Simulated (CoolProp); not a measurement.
The numbers come from the reference Helmholtz-energy equation of state, Thol 2016 in CoolProp.

Task: Give the vapour pressure (MPa), liquid density (kg/m³), liquid conductivity (mW/(m K)) of saturated R1234ze(E) at 247.1, 315, 342.2 K.

Result: 
```csv
T (K),p (MPa),liquid density (kg/m³),liquid conductivity (mW/(m K))
247.1,0.0737,1310,92.9
315,0.806,1100,68.6
342.2,1.58,991,60.1
```

Thermal conductivity comes from a separate model (Perkins 2011).
